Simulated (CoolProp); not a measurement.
The numbers come from the reference Helmholtz-energy equation of state, Schmidt 1985 in CoolProp.

Problem. Give the vapour pressure (bar), enthalpy of vaporisation (kJ/kg), liquid cp (kJ/(kg K)), vapour viscosity (µPa s) of saturated oxygen at 127.3 K.

Solution. 
```tsv
T (K)	p (bar)	enthalpy of vaporisation (kJ/kg)	liquid cp (kJ/(kg K))	vapour viscosity (µPa s)
127.3	15.2	159	2.08	10.1
```

Viscosity comes from a separate model (Lemmon 2004).
